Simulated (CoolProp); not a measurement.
Vapour-liquid equilibrium of n-octane (1) + n-dodecane (2) at 0.464 bar; x and y are mole fractions of (1).

Computed with CoolProp (multi-fluid Helmholtz-energy mixture model, Beckmüller 2019 and Lemmon 2004; pair parameters Bell 2016).

```json
[
 {"x": "0.05", "bubble temperature, mixture model (°C)": "[?]", "bubble temperature, Raoult's law (°C)": "173.1", "y, mixture model": "[?]", "y, Raoult's law": "0.346"},
 {"x": "0.2", "bubble temperature, mixture model (°C)": "150.5", "bubble temperature, Raoult's law (°C)": "147.0", "y, mixture model": "0.725", "y, Raoult's law": "0.763"},
 {"x": "0.35", "bubble temperature, mixture model (°C)": "133.9", "bubble temperature, Raoult's law (°C)": "131.3", "y, mixture model": "0.876", "y, Raoult's law": "0.892"},
 {"x": "0.5", "bubble temperature, mixture model (°C)": "122.2", "bubble temperature, Raoult's law (°C)": "120.6", "y, mixture model": "0.940", "y, Raoult's law": "0.946"},
 {"x": "0.65", "bubble temperature, mixture model (°C)": "113.5", "bubble temperature, Raoult's law (°C)": "112.6", "y, mixture model": "[?]", "y, Raoult's law": "0.973"},
 {"x": "0.8", "bubble temperature, mixture model (°C)": "106.7", "bubble temperature, Raoult's law (°C)": "106.3", "y, mixture model": "0.988", "y, Raoult's law": "0.988"},
 {"x": "0.95", "bubble temperature, mixture model (°C)": "[?]", "bubble temperature, Raoult's law (°C)": "101.2", "y, mixture model": "0.998", "y, Raoult's law": "0.998"}
]
```

Problem. Some entries are withheld; supply them.

Solution. 
- 0.05, bubble temperature, mixture model (°C): 175.2
- 0.05, y, mixture model: 0.295
- 0.65, y, mixture model: 0.971
- 0.95, bubble temperature, mixture model (°C): 101.3

The largest gap from Raoult's law is +3.5 K in bubble temperature, at x = 0.2. No azeotrope shows between x = 0.05 and 0.95.

Pair parameters are fitted to limited data, so mixtures are less certain than the pure fluids.
